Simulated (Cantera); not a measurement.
**Ta2O5 + CH4 + CO (carbothermic reduction)**

A closed system holds: 1 mol Ta2O5, 0.35 mol CH4, 0.61 mol CO, equilibrated at 13.3 mbar.

These are equilibrium values from Cantera (NASA tables, ideal gas, pure condensed phases), not measurements of a reactor. Candidate condensed phases: C, C6H6, C7H8, C8H18, H2O, Ta, TaC, Ta2O5; 113 gas species. Mutual solubility and eutectic melting of coexisting phases are not modelled. TaC: taken at fixed stoichiometry. Condensed phases not in the tables: Ta2C, N, O or C dissolved in the metal. Rates play no part.

| T (°C) | log p CO | log p H2 | log p H | log p TaO2 | log p TaO | log p H2O | log p CO2 | n C(graphite) | n Ta2O5(s) | n TaC(s) | n Ta(s) | n Ta2O5(l) |
|---|---|---|---|---|---|---|---|---|---|---|---|---|
| 775 | -2.21 | -2.15 | -9.19 | <-13 | <-13 | -5.08 | -5.07 | 0.351 | 1.00 | 0 | 0 | 0 |
| 875 | -2.13 | -2.22 | -8.26 | <-13 | <-13 | -5.42 | -5.41 | 0 | 0.950 | 0.100 | 0 | 0 |
| 975 | -2.13 | -2.22 | -7.44 | <-13 | <-13 | -5.31 | -5.41 | 0 | 0.950 | 0.100 | 0 | 0 |
| 1075 | -2.13 | -2.22 | -6.75 | <-13 | <-13 | -5.22 | -5.42 | 0 | 0.950 | 0.100 | 0 | 0 |
| 1175 | -2.13 | -2.22 | -6.15 | -12.47 | <-13 | -5.14 | -5.42 | 0 | 0.950 | 0.100 | 0 | 0 |
| 1275 | -2.13 | -2.22 | -5.62 | -10.95 | -12.64 | -5.07 | -5.43 | 0 | 0.950 | 0.100 | 0 | 0 |
| 1375 | -2.13 | -2.22 | -5.16 | -9.62 | -11.07 | -5.02 | -5.43 | 0 | 0.950 | 0.100 | 0 | 0 |
| 1475 | -2.13 | -2.22 | -4.75 | -8.44 | -9.69 | -4.97 | -5.43 | 0 | 0.950 | 0.100 | 0 | 0 |
| 1575 | -2.13 | -2.23 | -4.39 | -7.40 | -8.46 | -4.92 | -5.44 | 0 | 0.950 | 0.101 | 0 | 0 |
| 1675 | -2.14 | -2.23 | -4.06 | -6.47 | -7.37 | -4.89 | -5.44 | 0 | 0.950 | 0.101 | 0 | 0 |
| 1775 | -2.14 | -2.23 | -3.77 | -5.64 | -6.38 | -4.86 | -5.44 | 0 | 0.950 | 0.101 | 0 | 0 |
| 1875 | -2.12 | -2.27 | -3.51 | -4.99 | -5.69 | -4.77 | -5.33 | 0 | 0 | 0 | 0.141 | 0.929 |
| 1975 | -2.12 | -2.28 | -3.28 | -4.43 | -5.10 | -4.66 | -5.23 | 0 | 0 | 0 | 0.140 | 0.927 |
| 2075 | -2.13 | -2.31 | -3.06 | -3.92 | -4.56 | -4.57 | -5.15 | 0 | 0 | 0 | 0.136 | 0.922 |
log p: log10 of the partial pressure in bar; n: condensed amount in mol.

At 775 °C the condensed part is C(graphite) + Ta2O5(s). From 875 °C to 1775 °C the condensed part is TaC(s) + Ta2O5(s). From 1875 °C to 2075 °C the condensed part is Ta(s) + Ta2O5(l).
